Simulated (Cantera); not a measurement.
SiH2Cl2 + N2O + N2 + O3 (silicon oxide and oxynitride deposition)

Input: 1 mol SiH2Cl2, 0.36 mol N2O, 41 mol N2, 2.9 mol O3, equilibrated at 13300 Pa.

Cantera equilibrium calculation (NASA polynomials, part measured and part estimated; ideal gas, pure solids and liquids). Candidate condensed phases: H2O, NH4Cl, Si, SiO2, Si2N2O, Si3N4; 47 gas species. The tables hold silica as quartz up to 1696 K and as liquid above; real silica turns to tridymite and cristobalite and melts near 1996 K. Equilibrium is a limit: real reactors are often held back by kinetics, nucleation or transport.

| T (K) | log p N2 | log p O2 | log p HCl | log p Cl | log p H2O | n SiO2(β-quartz) | n SiO2(condensed) | n SiO2(l) |
|---|---|---|---|---|---|---|---|---|
| 1475 | -0.93 | -2.01 | -2.32 | -3.21 | -3.33 | 1.00 | 0 | 0 |
| 1525 | -0.93 | -2.01 | -2.33 | -3.12 | -3.30 | 1.00 | 0 | 0 |
| 1575 | -0.93 | -2.01 | -2.34 | -3.04 | -3.26 | 1.00 | 0 | 0 |
| 1625 | -0.93 | -2.02 | -2.35 | -2.97 | -3.22 | 1.00 | 0 | 0 |
| 1675 | -0.93 | -2.02 | -2.36 | -2.91 | -3.18 | 1.00 | 0 | 0 |
| 1725 | -0.93 | -2.02 | -2.38 | -2.86 | -3.14 | 0 | 1.00 | 0 |
| 1775 | -0.93 | -2.03 | -2.39 | -2.81 | -3.10 | 0 | 1.000 | 0 |
| 1825 | -0.93 | -2.03 | -2.41 | -2.77 | -3.07 | 0 | 1.000 | 0 |
| 1875 | -0.93 | -2.03 | -2.42 | -2.73 | -3.03 | 0 | 1.000 | 0 |
| 1925 | -0.93 | -2.04 | -2.44 | -2.69 | -3.00 | 0 | 1.000 | 0 |
| 1975 | -0.93 | -2.04 | -2.46 | -2.66 | -2.98 | 0 | 1.000 | 0 |
| 2025 | -0.93 | -2.05 | -2.48 | -2.63 | -2.95 | 0 | 0 | 1.000 |
log p: log10 of the partial pressure in bar; n: condensed amount in mol.

From 1475 K to 1675 K the condensed part is SiO2(β-quartz). From 1725 K to 1975 K the condensed part is SiO2(condensed). At 2025 K the condensed part is SiO2(l).
